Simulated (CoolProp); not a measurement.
A Linde-Hampson liquefier for ethylene: isothermal reversible compression at 320 K from 1 atm to 30 MPa, throttling to 1 atm, return gas leaving the recuperator 0 K below the feed. Each further row changes one setting.

Model: reference Helmholtz-energy equation of state, Smukala 2000, in CoolProp.

| case | liquid yield per pass | compression work (kJ/kg of gas) |
|---|---|---|
| as stated | 0.429 | 444 |
| as stated | 0.429 | 444 |
| high pressure 60 MPa | (withheld) | (withheld) |
| warm-end temperature 350 K | 0.357 | (withheld) |
| warm-end gap 5 K | (withheld) | 444 |

**Question.** What belongs in the gaps?

**Answer.** 
- high pressure 60 MPa, liquid yield per pass: 0.410
- high pressure 60 MPa, compression work (kJ/kg of gas): 513
- warm-end temperature 350 K, compression work (kJ/kg of gas): 512
- warm-end gap 5 K, liquid yield per pass: 0.422
